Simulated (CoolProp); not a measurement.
The fluid at 689.25 K and 0.198 MPa flows at 0.12 m/s in a round tube of 10 mm bore and 1.5 µm roughness, fully developed (64/Re and Nu = 3.66 if laminar; Colebrook and Gnielinski if turbulent). The same conditions are run with several fluids, on thermodynamics alone (safety and materials aside).

Model: reference Helmholtz-energy equation of state of each fluid (dry air: Lemmon 2000; water: Wagner 2002; ammonia: Gao 2020; normal hydrogen: Leachman 2009; carbon dioxide: Span 1996), in CoolProp. Blends and air are pseudo-pure fits.

```csv
fluid,Reynolds number,Darcy friction factor,pressure drop (Pa/m),heat-transfer coefficient (W/(m² K)),mass flow (kg/h)
dry air,35.5,1.80,1.30,18.7,0.0339
water,29.8,2.15,0.964,20.7,0.0212
ammonia,28.3,2.26,0.960,28.5,0.0200
normal hydrogen,5.24,12.2,0.612,125,0.00236
carbon dioxide,58.6,1.09,1.20,17.6,0.0516
```

Transport values come from each fluid's own correlations.
